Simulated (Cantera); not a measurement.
Cantera run:

```python
import numpy as np
import cantera as ct

gas_names = [...]  # 115 gases of nasa_gas.yaml made of C, Ca, H, O
cond_names = """
    C(gr) C6H6(L) C7H8(L) C8H18(L),n-octa Ca(a) Ca(b) Ca(L) CaCO3(caL) CaO(s) CaO(L) CaO2H2(s) H2O(s)
    H2O(L)
""".split()


# ... load() reads the species with a 1 bar reference pressure and builds the phases ...
atoms = {
    'CaCO3': {'Ca': 1, 'C': 1, 'O': 3},
    'C': {'C': 1},
    'H2O': {'H': 2, 'O': 1},
}
top_T = {'C(gr)': 4500}  # K; cautious upper limits of use, not melting points


# ... equilibrate(T, P, feed) seeds the gas with the atoms and calls Mixture.equilibrate('TP', solver="vcs", rtol=1e-11, max_steps=5000) ...
results = []
feed = {'CaCO3': 1, 'C': 0.028, 'H2O': 2.6}  # mol
P = 1333.22  # Pa
for T in [1023, 1123, 1223, 1323, 1423, 1523, 1623, 1723, 1823, 1923]:
    mix = equilibrate(T, P, feed)
    results.append((T, P, feed, dict(zip(mix.species_names, mix.species_moles))))

top = {s: max(r[3][s] / sum(r[3][g] for g in gas_names) for r in results) for s in gas_names}
cols = sorted((s for s in top if top[s] > 1e-06), key=lambda s: -top[s])[:6]
seen = [c for c in cond_names if any(r[3].get(c, 0) > 1e-12 for r in results)]
print("log10 of partial pressures in bar; condensed amounts in mol")
print(f"{'T/K':>10s}" + "".join(f"{s[:9]:>10s}" for s in cols + seen))
for T, P, feed, n in results:
    ng = sum(n[g] for g in gas_names)
    print(f"{T:10.4g}" + "".join(f"{np.log10(max(n[s] / ng * P / 1e5, 1e-99)):10.3f}" for s in cols)
          + "".join(f"{n.get(c, 0):10.4g}" for c in seen))
```

It prints:

```
log10 of partial pressures in bar; condensed amounts in mol
       T/K       H2O       CO2        CO        H2        O2        OH    CaO(s)
      1023    -2.027    -2.428    -4.319    -3.802   -15.985   -11.089         1
      1123    -2.026    -2.430    -4.207    -3.842   -13.645    -9.764         1
      1223    -2.026    -2.431    -4.125    -3.884   -11.669    -8.651         1
      1323    -2.025    -2.433    -4.063    -3.924    -9.978    -7.703         1
      1423    -2.025    -2.434    -4.015    -3.961    -8.515    -6.885         1
      1523    -2.024    -2.435    -3.978    -3.996    -7.240    -6.174         1
      1623    -2.024    -2.436    -3.944    -4.024    -6.125    -5.551         1
      1723    -2.025    -2.438    -3.892    -4.024    -5.189    -5.013         1
      1823    -2.027    -2.444    -3.776    -3.951    -4.506    -4.572    0.9999
      1923    -2.033    -2.457    -3.599    -3.808    -4.055    -4.220    0.9999
```

Equilibrium computed with Cantera from the NASA thermochemical tables; the gas is ideal and each condensed phase is pure.
